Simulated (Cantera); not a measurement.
Cantera run, input and output.

```python
import numpy as np
import cantera as ct

gas = ct.Solution("gri30.yaml", transport_model="multicomponent")
show = ['C2H2', 'H2', 'CH3']

rows = []
print(f"{'T/K':>7s}{'rho':>11s}{'cp':>10s}{'mu':>11s}{'lambda':>11s}{'Pr':>7s}" + "".join(f"{'D_' + s:>11s}" for s in show))
for T in [400, 550, 700, 850, 1000, 1150, 1300]:
    gas.TPX = T, 200, {'CO': 0.12}
    Pr = gas.cp_mass * gas.viscosity / gas.thermal_conductivity
    D = [gas.mix_diff_coeffs_mole[gas.species_index(s)] for s in show]
    rows.append([gas.density, gas.cp_mass, gas.viscosity, gas.thermal_conductivity, Pr, *D])
    print(f"{T:7g}{gas.density:11.4e}{gas.cp_mass:10.1f}{gas.viscosity:11.4e}"
          f"{gas.thermal_conductivity:11.4e}{Pr:7.3f}" + "".join(f"{d:11.4e}" for d in D))
print("SI units: kg/m3, J/kg/K, Pa s, W/m/K, m2/s")
```

It prints:

```
    T/K        rho        cp         mu     lambda     Pr     D_C2H2       D_H2      D_CH3
    400 1.6844e-03    1048.7 2.1957e-05 3.1878e-02  0.722 1.4099e-02 6.3676e-02 1.8827e-02
    550 1.2250e-03    1074.4 2.7416e-05 4.0971e-02  0.719 2.4659e-02 1.0865e-01 3.2672e-02
    700 9.6252e-04    1111.5 3.2254e-05 4.9979e-02  0.717 3.7338e-02 1.6242e-01 4.9259e-02
    850 7.9267e-04    1151.8 3.6678e-05 5.8966e-02  0.716 5.1942e-02 2.2427e-01 6.8347e-02
   1000 6.7377e-04    1184.0 4.0802e-05 6.7494e-02  0.716 6.8332e-02 2.9367e-01 8.9765e-02
   1150 5.8588e-04    1211.2 4.4693e-05 7.5693e-02  0.715 8.6405e-02 3.7022e-01 1.1338e-01
   1300 5.1828e-04    1233.6 4.8398e-05 8.3537e-02  0.715 1.0608e-01 4.5357e-01 1.3908e-01
SI units: kg/m3, J/kg/K, Pa s, W/m/K, m2/s
```

Computed with Cantera and GRI-Mech 3.0 (53 species, 325 reactions).
